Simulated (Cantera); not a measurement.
Input (Python, Cantera):

```python
import numpy as np
import cantera as ct

gas = ct.Solution("gri30.yaml", transport_model="mixture-averaged")
show = ['H2O', 'NH3', 'CH3']

rows = []
print(f"{'T/K':>7s}{'rho':>11s}{'cp':>10s}{'mu':>11s}{'lambda':>11s}{'Pr':>7s}" + "".join(f"{'D_' + s:>11s}" for s in show))
for T in [400, 500, 600, 700, 800, 900]:
    gas.TPX = T, 730, {'N2': 0.1}
    Pr = gas.cp_mass * gas.viscosity / gas.thermal_conductivity
    D = [gas.mix_diff_coeffs_mole[gas.species_index(s)] for s in show]
    rows.append([gas.density, gas.cp_mass, gas.viscosity, gas.thermal_conductivity, Pr, *D])
    print(f"{T:7g}{gas.density:11.4e}{gas.cp_mass:10.1f}{gas.viscosity:11.4e}"
          f"{gas.thermal_conductivity:11.4e}{Pr:7.3f}" + "".join(f"{d:11.4e}" for d in D))
print("SI units: kg/m3, J/kg/K, Pa s, W/m/K, m2/s")
```

Output:

```
    T/K        rho        cp         mu     lambda     Pr      D_H2O      D_NH3      D_CH3
    400 6.1490e-03    1046.6 2.2340e-05 3.2779e-02  0.713 5.4979e-03 5.3055e-03 5.2023e-03
    500 4.9192e-03    1057.9 2.6124e-05 3.9015e-02  0.708 8.3608e-03 8.0135e-03 7.6636e-03
    600 4.0993e-03    1074.0 2.9584e-05 4.5154e-02  0.704 1.1683e-02 1.1141e-02 1.0474e-02
    700 3.5137e-03    1095.3 3.2807e-05 5.1187e-02  0.702 1.5427e-02 1.4655e-02 1.3609e-02
    800 3.0745e-03    1120.7 3.5844e-05 5.7105e-02  0.703 1.9563e-02 1.8528e-02 1.7050e-02
    900 2.7329e-03    1147.0 3.8733e-05 6.2902e-02  0.706 2.4067e-02 2.2741e-02 2.0784e-02
SI units: kg/m3, J/kg/K, Pa s, W/m/K, m2/s
```

Computed with Cantera and GRI-Mech 3.0 (53 species, 325 reactions).
